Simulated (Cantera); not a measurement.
An adiabatic, constant-pressure homogeneous reactor starts with H₂ : O₂ : N₂ = 1 : 0.633 : 6.96 (molar parts), at 1325 K and 1.28 atm. Integrator tolerance rtol = 1e-08.

Model: the H2/O2 subset of GRI-Mech 3.0, which has no nitrogen chemistry, integrated in Cantera.

**Question.** What does this change do: pressure from 1.28 atm to 0.405 atm?

**Answer.** 
```csv
quantity,before,after
time of steepest temperature rise,43.0 µs,0.132 ms
temperature at 1.00 s,2140 K,2132 K
equilibrium temperature,2140 K,2132 K
x(H₂) at 1.00 s,0.000654 (gas-phase equilibrium 0.000654),0.00110 (gas-phase equilibrium 0.00110)
x(O₂) at 1.00 s,0.0161 (gas-phase equilibrium 0.0161),0.0162 (gas-phase equilibrium 0.0162)
x(H₂O) at 1.00 s,0.122 (gas-phase equilibrium 0.122),0.121 (gas-phase equilibrium 0.121)
x(O) at 1.00 s,0.000204 (gas-phase equilibrium 0.000204),0.000346 (gas-phase equilibrium 0.000346)
x(OH) at 1.00 s,0.00211 (gas-phase equilibrium 0.00211),0.00272 (gas-phase equilibrium 0.00272)
```
